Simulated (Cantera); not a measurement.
What does this Cantera script print?

```python
import numpy as np
import cantera as ct

gas = ct.Solution("gri30.yaml")
gas.TPX = 1125, 57000, {'CO': 0.026, 'O2': 0.057, 'H2O': 0.00072, 'N2': 1}
reactor = ct.IdealGasConstPressureReactor(gas, energy="off", clone=False)
net = ct.ReactorNet([reactor])
net.rtol, net.atol = 1e-08, 1e-18
show = ['CO', 'O2', 'H2O', 'NO', 'CO2', 'O', 'H2']
times = np.geomspace(0.0003, 2, 12)

steps = ct.SolutionArray(gas, extra=["t"])
rows = []
print(f"{'t/s':>10s}{'T/K':>9s}{'P/Pa':>11s}" + "".join(f"{s:>11s}" for s in show))
for t in times:
    while net.time < t:
        t_next = net.step()
        steps.append(gas.state, t=t_next)
    rows.append([np.interp(t, steps.t, y) for y in (steps.T, steps.P, *steps(*show).X.T)])
    print(f"{t:10.3e}{rows[-1][0]:9.1f}{rows[-1][1]:11.4g}" + "".join(f"{x:11.3e}" for x in rows[-1][2:]))
rate = np.gradient(steps.T, steps.t)
print("integrator steps:", len(steps.t))
if steps.T.max() > steps.T[0] + 200:
    print(f"time of steepest temperature rise: {steps.t[rate.argmax()]:.4e} s")
gas.TPX = 1125, 57000, {'CO': 0.026, 'O2': 0.057, 'H2O': 0.00072, 'N2': 1}
gas.equilibrate("TP")
print(f"equilibrium (TP): T = {gas.T:.1f} K  " + "  ".join(f"{s} {gas[s].X[0]:.3e}" for s in show))
```

Output:

```
       t/s      T/K       P/Pa         CO         O2        H2O         NO        CO2          O         H2
 3.000e-04   1125.0    5.7e+04  2.399e-02  5.260e-02  6.644e-04  1.116e-18  3.114e-09  2.945e-09  4.367e-14
 6.680e-04   1125.0    5.7e+04  2.399e-02  5.260e-02  6.644e-04  5.602e-18  7.483e-09  6.611e-09  3.960e-13
 1.487e-03   1125.0    5.7e+04  2.399e-02  5.260e-02  6.644e-04  2.902e-17  2.041e-08  1.568e-08  3.173e-12
 3.311e-03   1125.0    5.7e+04  2.399e-02  5.260e-02  6.644e-04  1.743e-16  7.578e-08  4.583e-08  2.679e-11
 7.373e-03   1125.0    5.7e+04  2.399e-02  5.260e-02  6.644e-04  2.227e-15  6.042e-07  2.853e-07  3.745e-10
 1.642e-02   1125.0    5.7e+04  2.394e-02  5.256e-02  6.629e-04  5.398e-12  5.468e-05  2.393e-05  1.777e-07
 3.655e-02   1125.0    5.7e+04  1.313e-02  4.715e-02  6.287e-04  1.357e-07  1.099e-02  4.698e-04  1.202e-05
 8.138e-02   1125.0    5.7e+04  3.749e-03  4.282e-02  6.568e-04  2.976e-07  2.049e-02  1.397e-04  4.168e-06
 1.812e-01   1125.0    5.7e+04  8.758e-04  4.149e-02  6.671e-04  3.720e-07  2.340e-02  3.334e-05  9.389e-07
 4.034e-01   1125.0    5.7e+04  1.806e-04  4.118e-02  6.704e-04  4.042e-07  2.410e-02  7.006e-06  1.569e-07
 8.983e-01   1125.0    5.7e+04  3.319e-05  4.111e-02  6.716e-04  4.143e-07  2.425e-02  1.334e-06  2.204e-08
 2.000e+00   1125.0    5.7e+04  5.391e-06  4.110e-02  6.720e-04  4.191e-07  2.428e-02  2.372e-07  3.107e-09
integrator steps: 1501
equilibrium (TP): T = 1125.0 K  CO 4.236e-10  O2 4.107e-02  H2O 6.724e-04  NO 5.139e-05  CO2 2.428e-02  O 1.247e-09  H2 1.066e-11
```

Computed with Cantera and GRI-Mech 3.0 (53 species, 325 reactions).
